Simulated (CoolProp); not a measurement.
Vapour-liquid equilibrium of benzene (1) + octamethylcyclotetrasiloxane (D4) (2) at 370.8 K; x and y are mole fractions of (1).

Computed with CoolProp (multi-fluid Helmholtz-energy mixture model, Thol 2012 and Thol 2015; pair parameters Bell 2016).

```json
[
 {"x": "0.05", "bubble pressure (kPa)": "14.40", "y at the bubble point": "0.474", "dew pressure at overall composition x (kPa)": "8.323", "liquid density (mol/L)": "3.046"},
 {"x": "0.2", "bubble pressure (kPa)": "37.41", "y at the bubble point": "0.828", "dew pressure at overall composition x (kPa)": "9.785", "liquid density (mol/L)": "3.481"},
 {"x": "0.35", "bubble pressure (kPa)": "62.01", "y at the bubble point": "0.915", "dew pressure at overall composition x (kPa)": "11.87", "liquid density (mol/L)": "4.030"},
 {"x": "0.5", "bubble pressure (kPa)": "85.81", "y at the bubble point": "0.951", "dew pressure at overall composition x (kPa)": "15.09", "liquid density (mol/L)": "4.744"},
 {"x": "0.65", "bubble pressure (kPa)": "109.2", "y at the bubble point": "0.972", "dew pressure at overall composition x (kPa)": "20.72", "liquid density (mol/L)": "5.710"},
 {"x": "0.8", "bubble pressure (kPa)": "133.7", "y at the bubble point": "0.987", "dew pressure at overall composition x (kPa)": "33.19", "liquid density (mol/L)": "7.085"},
 {"x": "0.95", "bubble pressure (kPa)": "160.2", "y at the bubble point": "0.997", "dew pressure at overall composition x (kPa)": "84.66", "liquid density (mol/L)": "9.188"}
]
```

No azeotrope shows between x = 0.05 and 0.95.

The pair parameters rest on a limited set of measurements; away from them the model extrapolates.
